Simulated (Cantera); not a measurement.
Input: 1 mol SiH2Cl2, 1.7 mol NH3, held at 1350 K and 10.0 mbar.

These are equilibrium values from Cantera (NASA tables, ideal gas, pure condensed phases), not measurements of a reactor. Candidate condensed phases: NH4Cl, Si, Si3N4; 28 gas species. The tables' values for SiCl3 are old estimates; treat these amounts as uncertain. Rates play no part.

Base state: H2 0.570, HCl 0.349, N2 0.0555, SiCl2 0.0130, SiCl4 0.00740, SiCl3 0.00439, SiHCl3 0.000693, H 1.80e-5 (mole fractions); condensed: Si3N4(s).

Q: What changes in the equilibrium state with this change: SiH2Cl2 replaced by SiHCl3?

A: 
```csv
species,before,after
HCl,0.349,0.439
H2,0.570,0.419
N2,0.0555,0.0795
SiCl4,0.00740,0.0271
SiCl3,0.00439,0.0110
SiCl2,0.0130,0.0221
SiHCl3,0.000693,0.00148
Cl,9.17e-6,1.35e-5
SiH2Cl2,9.46e-6,1.18e-5
H,1.80e-5,1.54e-5
"Si3N4(s), mol",0.293,0.235
```
